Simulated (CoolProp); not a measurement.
Vapour-liquid equilibrium of R113 (1) + benzene (2) at 391.2 K; x and y are mole fractions of (1).

Model: multi-fluid Helmholtz-energy mixture model, Marx 1992 and Thol 2012; pair parameters Bell 2016, in CoolProp.

```json
[
 {"x": "0.05", "bubble pressure, mixture model (kPa)": "321.1", "bubble pressure, Raoult's law (kPa)": "304.6", "y, mixture model": "0.144", "y, Raoult's law": "0.107"},
 {"x": "0.15", "bubble pressure, mixture model (kPa)": "379.3", "bubble pressure, Raoult's law (kPa)": "341.3", "y, mixture model": "0.333", "y, Raoult's law": "0.287"},
 {"x": "0.25", "bubble pressure, mixture model (kPa)": "426.3", "bubble pressure, Raoult's law (kPa)": "378.0", "y, mixture model": "0.458", "y, Raoult's law": "0.432"},
 {"x": "0.35", "bubble pressure, mixture model (kPa)": "466.0", "bubble pressure, Raoult's law (kPa)": "414.7", "y, mixture model": "0.553", "y, Raoult's law": "0.551"},
 {"x": "0.45", "bubble pressure, mixture model (kPa)": "500.7", "bubble pressure, Raoult's law (kPa)": "451.4", "y, mixture model": "0.631", "y, Raoult's law": "0.651"},
 {"x": "0.55", "bubble pressure, mixture model (kPa)": "532.3", "bubble pressure, Raoult's law (kPa)": "488.1", "y, mixture model": "0.701", "y, Raoult's law": "0.736"},
 {"x": "0.65", "bubble pressure, mixture model (kPa)": "561.6", "bubble pressure, Raoult's law (kPa)": "524.8", "y, mixture model": "0.767", "y, Raoult's law": "0.809"},
 {"x": "0.75", "bubble pressure, mixture model (kPa)": "589.3", "bubble pressure, Raoult's law (kPa)": "561.5", "y, mixture model": "0.832", "y, Raoult's law": "0.873"},
 {"x": "0.85", "bubble pressure, mixture model (kPa)": "615.7", "bubble pressure, Raoult's law (kPa)": "598.2", "y, mixture model": "0.898", "y, Raoult's law": "0.928"},
 {"x": "0.95", "bubble pressure, mixture model (kPa)": "641.0", "bubble pressure, Raoult's law (kPa)": "634.9", "y, mixture model": "0.965", "y, Raoult's law": "0.977"}
]
```

The largest gap from Raoult's law is +12.8 % in bubble pressure, at x = 0.25. No azeotrope shows between x = 0.05 and 0.95.

Pair parameters are fitted to limited data, so mixtures are less certain than the pure fluids.
